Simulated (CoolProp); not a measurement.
Properties of R1224YDZ along the isotherm 465.1 K.

The numbers come from the reference Helmholtz-energy equation of state, Akasaka 2023 in CoolProp.

```
p (bar)          phase  cv (kJ/(kg K))  speed of sound (m/s)
-------  -------------  --------------  --------------------
22.2               gas          0.9838                 138.6
44.5     supercritical           1.058                 107.0
66.7     supercritical           1.049                     ?
88.9     supercritical               ?                 203.9
111      supercritical           1.014                     ?
133      supercritical           1.010                     ?
156      supercritical           1.007                 313.0
178      supercritical           1.006                 338.5
200      supercritical           1.005                 361.4
222      supercritical           1.004                 382.5
244      supercritical           1.004                 402.0
267      supercritical           1.004                 421.0
289      supercritical           1.004                 438.2
311      supercritical           1.004                 454.5
333      supercritical           1.005                     ?
```

### Question
Some entries are withheld; supply them.

### Answer

- 66.7, speed of sound (m/s): 140.7
- 88.9, cv (kJ/(kg K)): 1.024
- 111, speed of sound (m/s): 248.0
- 133, speed of sound (m/s): 282.6
- 333, speed of sound (m/s): 470.0
